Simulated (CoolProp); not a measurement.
Properties of isobutene along the isobar 0.101 MPa.

Computed with CoolProp (reference Helmholtz-energy equation of state, Lemmon 2005). It is a short technical equation, of lower accuracy than the large ones.

```
T (°C)   phase  cp (kJ/(kg K))  cv (kJ/(kg K))  isothermal compressibility (1/MPa)
------  ------  --------------  --------------  ----------------------------------
-8.55   liquid           2.217           1.541                            0.002040
3.05       gas           1.564           1.383                               10.30
14.65      gas           1.597           1.422                               10.23
26.25      gas           1.633           1.463                               10.19
37.85      gas           1.672           1.505                               10.15
49.45      gas           1.712           1.548                               10.12
61.05      gas           1.753           1.592                               10.09
72.65      gas           1.795           1.635                               10.07
84.25      gas           1.838           1.679                               10.05
```
